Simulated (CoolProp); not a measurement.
The fluid at 445.35 K and 4.68 MPa is compressed adiabatically to 27.9 MPa with isentropic efficiency 0.9. The same conditions are run with several fluids, on thermodynamics alone (safety and materials aside).

Model: reference Helmholtz-energy equation of state of each fluid (the fluoroketone C6F12O (FK-5-1-12): McLinden 2015; propane: Lemmon 2009; isobutane: Bücker 2006), in CoolProp.

Task: Rank the fluoroketone C6F12O (FK-5-1-12), propane, isobutane by work (kJ/kg), highest first.

Result: propane (140), isobutane (86.9), the fluoroketone C6F12O (FK-5-1-12) (20.6)

```tsv
fluid	final temperature (K)	final density (kg/m³)
the fluoroketone C6F12O (FK-5-1-12)	463.5	1350
propane	543.4	296
isobutane	515.9	394
```
